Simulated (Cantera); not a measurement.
A closed system holds: 1 mol Si, 3.5 mol N₂O, 19 mol H₂, at 1248.15 K and 1.00 bar.

Equilibrium computed with Cantera from the NASA thermochemical tables; the gas is ideal and each condensed phase is pure. Candidate condensed phases: H₂O, Si, SiO₂, Si₂N₂O, Si₃N₄; 35 gas species. The tables hold silica as quartz up to 1696 K and as liquid above; real silica turns to tridymite and cristobalite and melts near 1996 K. Gases not in the tables: Si(OH)₄. The numbers say what is thermodynamically allowed, not how fast it happens.

Base state: H₂ 0.778, N₂ 0.156, H₂O 0.0667, NH₃ 4.16e-5 (mole fractions); condensed: SiO₂(β-quartz).

### Question
What changes in the equilibrium state with this change: Si replaced by Si₃N₄?

### Answer
```json
[
 {"species": "H₂", "before": "0.778", "after": "0.803"},
 {"species": "N₂", "before": "0.156", "after": "0.197"},
 {"species": "H₂O", "before": "0.0667", "after": "0.000188"},
 {"species": "NH₃", "before": "4.16e-5", "after": "4.91e-5"},
 {"species": "SiO₂(β-quartz), mol", "before": "1.00", "after": "1.33"},
 {"species": "Si₂N₂O(s), mol", "before": "0", "after": "0.835"}
]
```
Mutual solubility and eutectic melting of coexisting phases are not modelled.

### Question
What changes in the equilibrium state with this change: temperature from 1248.15 K to 2098 K?

### Answer
| species | before | after |
|---|---|---|
| H₂ | 0.778 | 0.769 |
| N₂ | 0.156 | 0.155 |
| H₂O | 0.0667 | 0.0697 |
| SiO | <1e-9 | 0.00340 |
| OH | <1e-9 | 2.90e-5 |
| H | 4.13e-7 | 0.00270 |
| NH₃ | 4.16e-5 | 4.56e-6 |
| SiO₂(β-quartz), mol | 1.00 | 0 |
| SiO₂(l), mol | 0 | 0.923 |
